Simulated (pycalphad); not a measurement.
Computed with pycalphad from the COST 507 light-alloy database (1999), at 1 atm. The data set is of 1999 and partly superseded. Diffusion is slow at the low end, where real alloys seldom reach equilibrium.

Problem. How does the equilibrium phase assembly of Ti-31.95C (at.%) change on cooling from 3027 °C to 227 °C?

Solution. 
| T (°C) | phases above | phases below |
|---|---|---|
| 2961.1 | liquid | fcc + liquid |
| 2065.2 | fcc + liquid | fcc |
| 1531.0 | fcc | bcc + fcc |
| 916.7 | bcc + fcc | fcc + hcp |
Changes were sought between steps of 100 K, so a narrower field can be missed.

The fcc model also describes the rock-salt carbide or nitride (TiC, TiN, HfC).
